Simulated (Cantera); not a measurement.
# Equilibrium for titanium nitride, carbide and oxide coatings: TiCl4 + CH4 + H2

Input: 1 mol TiCl4, 0.83 mol CH4, 94 mol H2, held at 0.0590 bar.

Method: chemical equilibrium by Gibbs-energy minimisation in Cantera with the NASA 1993 tables (ideal gas, pure condensed phases). Candidate condensed phases: C, C6H6, C7H8, C8H18, Ti, TiC, TiCl2, TiCl3, TiCl4; 96 gas species. The tables' values for TiCl2 are old estimates; treat these amounts as uncertain. TiC: taken at fixed stoichiometry. Equilibrium is a limit: real reactors are often held back by kinetics, nucleation or transport.

```
T (K)  log p H2  log p HCl  log p H  log p TiCl3  n TiC(s)
-----  --------  ---------  -------  -----------  --------
1198      -1.25      -2.68    -7.34        -4.11     0.829
1248      -1.25      -2.68    -6.95        -4.07     0.829
1298      -1.25      -2.68    -6.59        -4.04     0.830
1348      -1.25      -2.68    -6.26        -4.03     0.830
1398      -1.25      -2.68    -5.95        -4.02     0.830
1448      -1.25      -2.68    -5.66        -4.02     0.830
1498      -1.25      -2.67    -5.39        -4.03     0.830
1548      -1.25      -2.67    -5.13        -4.04     0.830
1598      -1.25      -2.67    -4.90        -4.07     0.830
1648      -1.25      -2.67    -4.67        -4.11     0.830
1698      -1.25      -2.67    -4.46        -4.16     0.830
1748      -1.25      -2.67    -4.26        -4.22     0.830
1798      -1.25      -2.67    -4.08        -4.29     0.830
1848      -1.25      -2.66    -3.90        -4.38     0.830
```
log p: log10 of the partial pressure in bar; n: condensed amount in mol.

From 1198 K to 1848 K the condensed part is TiC(s).
